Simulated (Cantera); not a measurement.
**Equilibrium for metals in furnace atmospheres: Cu + NH₃ + N₂**

Charge: 1 mol Cu, 0.17 mol NH₃, 6.6 mol N₂, at 0.0100 bar.

Equilibrium computed with Cantera from the NASA thermochemical tables; the gas is ideal and each condensed phase is pure. Candidate condensed phases: Cu; 11 gas species. Kinetics and transport are ignored.

From 552 °C to 1052 °C the condensed part is Cu(s). From 1152 °C to 1552 °C the condensed part is Cu(l). At 1652 °C nothing is condensed.

| T (°C) | log p N₂ | log p Cu | log p H₂ | log p H | log p Cu₂ | log p NH₃ | log p N | n Cu(s) | n Cu(l) |
|---|---|---|---|---|---|---|---|---|---|
| 552 | -2.02 | <-14 | -3.43 | -12.82 | <-14 | -8.79 | <-14 | 1.00 | 0 |
| 652 | -2.02 | -12.22 | -3.43 | -11.30 | <-14 | -9.16 | <-14 | 1.00 | 0 |
| 752 | -2.02 | -10.38 | -3.43 | -10.08 | <-14 | -9.47 | <-14 | 1.00 | 0 |
| 852 | -2.02 | -8.87 | -3.43 | -9.07 | -13.82 | -9.72 | <-14 | 1.000 | 0 |
| 952 | -2.02 | -7.62 | -3.43 | -8.22 | -12.04 | -9.93 | <-14 | 1.000 | 0 |
| 1052 | -2.02 | -6.55 | -3.43 | -7.50 | -10.53 | -10.11 | <-14 | 1.000 | 0 |
| 1152 | -2.02 | -5.66 | -3.43 | -6.88 | -9.29 | -10.27 | <-14 | 0 | 0.998 |
| 1252 | -2.02 | -4.91 | -3.44 | -6.34 | -8.24 | -10.40 | -13.95 | 0 | 0.991 |
| 1352 | -2.02 | -4.24 | -3.44 | -5.87 | -7.33 | -10.53 | -12.94 | 0 | 0.960 |
| 1452 | -2.03 | -3.66 | -3.45 | -5.45 | -6.52 | -10.65 | -12.05 | 0 | 0.844 |
| 1552 | -2.05 | -3.14 | -3.47 | -5.09 | -5.81 | -10.79 | -11.27 | 0 | 0.459 |
| 1652 | -2.07 | -2.90 | -3.51 | -4.77 | -5.62 | -10.94 | -10.57 | 0 | 0 |
log p: log10 of the partial pressure in bar; n: condensed amount in mol.
